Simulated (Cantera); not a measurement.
A diamond (100) surface in a fixed gas of H2 with x(CH4) = 0.015, x(H) = 0.0033, at 925 K, 5000 Pa; coverages are run to steady state.

Cantera simulation using the Harris–Goodwin 1993 mechanism for the reconstructed diamond (100) surface; the numbers are that mechanism's predictions, not measurements.

θ: site fractions in the mechanism's names (c6HH fully hydrogenated, c6H* and c6*H radical sites, c6** diradical, c6HM methylated).

```json
[
 {"x(CH3)": "1e-06", "growth (µm/h)": "0.0180", "θ c6HH": "0.668", "θ c6H*": "0.0122", "θ c6*H": "0.314", "θ c6**": "0.00542", "θ c6HM": "0.000226"},
 {"x(CH3)": "2.1e-06", "growth (µm/h)": "0.0378", "θ c6HH": "0.667", "θ c6H*": "0.0122", "θ c6*H": "0.314", "θ c6**": "0.00542", "θ c6HM": "0.000475"},
 {"x(CH3)": "4.2e-06", "growth (µm/h)": "0.0755", "θ c6HH": "0.667", "θ c6H*": "0.0122", "θ c6*H": "0.314", "θ c6**": "0.00542", "θ c6HM": "0.000950"},
 {"x(CH3)": "8.7e-06", "growth (µm/h)": "0.156", "θ c6HH": "0.666", "θ c6H*": "0.0122", "θ c6*H": "0.314", "θ c6**": "0.00541", "θ c6HM": "0.00197"},
 {"x(CH3)": "1.8e-05", "growth (µm/h)": "[?]", "θ c6HH": "0.664", "θ c6H*": "0.0122", "θ c6*H": "0.313", "θ c6**": "0.00539", "θ c6HM": "[?]"},
 {"x(CH3)": "3.7e-05", "growth (µm/h)": "0.658", "θ c6HH": "0.661", "θ c6H*": "0.0121", "θ c6*H": "0.311", "θ c6**": "0.00535", "θ c6HM": "0.00829"},
 {"x(CH3)": "7.6e-05", "growth (µm/h)": "1.34", "θ c6HH": "0.654", "θ c6H*": "0.0120", "θ c6*H": "0.308", "θ c6**": "0.00528", "θ c6HM": "0.0168"},
 {"x(CH3)": "0.00016", "growth (µm/h)": "2.74", "θ c6HH": "0.639", "θ c6H*": "0.0117", "θ c6*H": "0.300", "θ c6**": "0.00512", "θ c6HM": "0.0345"},
 {"x(CH3)": "0.00032", "growth (µm/h)": "[?]", "θ c6HH": "0.612", "θ c6H*": "0.0112", "θ c6*H": "0.288", "θ c6**": "0.00485", "θ c6HM": "[?]"}
]
```

### Question
Fill in the missing entries.

### Answer

- 1.8e-05, growth (µm/h): 0.322
- 1.8e-05, θ c6HM: 0.00406
- 0.00032, growth (µm/h): 5.23
- 0.00032, θ c6HM: 0.0659
